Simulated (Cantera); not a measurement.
An isothermal plug-flow reactor at 1250 K and 3.30 bar (inlet), inlet velocity 2.5 m/s, active area per volume 140 1/m; feed 0.319 % CH4, 2.70 % O2, 97.0 % N2, equivalence ratio 0.24.

Computed with Cantera and Deutschmann's 1995 Pt surface mechanism with GRI-Mech 3.0 gas chemistry. Catalytic surfaces can have several steady states; this one follows from the mechanism file's or the stated starting coverage. Mass transfer to the wall is taken as infinitely fast.

One state of this run: x CH4 = 0.00131; x O2 = 0.0234; x H2O = 0.00360; x CO2 = 0.00175; x CO = 3.02e-6; θ free Pt = 0.494; θ O* = 0.505; θ OH* = 0.00122. x: gas mole fraction; θ: surface coverage.

Problem. Which value of z (m) does it belong to?
A) 0.0084
B) 0.00023
C) 0.014
D) 0.023

Solution. D, 0.023
